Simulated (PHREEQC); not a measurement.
Dissolve 0.028 mol HNO3 and 0.043 mol Na2CO3 per kg of water at 20 °C. Closed to the air; pH follows from the charge balance.

Computed with PHREEQC (ion-association model, phreeqc.dat).

```yaml
pH: 9.65
ionic_strength: 0.0907 mol/kgw
specific_conductance: 6400 µS/cm
density: 1.003 g/cm³
total_alkalinity: 58.0 meq/kg
```

```tsv
species	molality	activity	log γ
Na+	0.0804	0.0637	-0.101
NO3-	0.0280	0.0214	-0.118
HCO3-	0.0272	0.0217	-0.099
CO3-2	0.0102	0.00409	-0.397
NaCO3-	0.00476	0.00376	-0.103
NaHCO3	0.000783	0.000799	0.009
OH-	3.97e-5	3.06e-5	-0.113
CO2	1.14e-5	1.17e-5	0.009
```

This is a speciation only: nothing precipitates in the calculation. Complexes and solids missing from the database can't appear.
